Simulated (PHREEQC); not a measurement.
Synthetic water in mmol/kgw, 25 °C, pH 7.6, pe 9.4:

```tsv
constituent	mmol/kgw
Na	1.68
K	1
Ca	0.714
Mg	0.866
Cl	2.38
S(6)	0.364
Alkalinity (meq/kgw)	2.54
Pb	0.00138
```

Valence states are taken as typed.

The numbers come from PHREEQC with the ion-association model, phreeqc.dat.

Q: The ionic strength comes out as 0.00741 mol/kgw. What activity coefficients do KSO4-, K+, Mg+2, CO3-2, Na+ get?

A: KSO4- 0.92, K+ 0.91, Mg+2 0.71, CO3-2 0.70, Na+ 0.91.

Precipitation was switched off in this run.
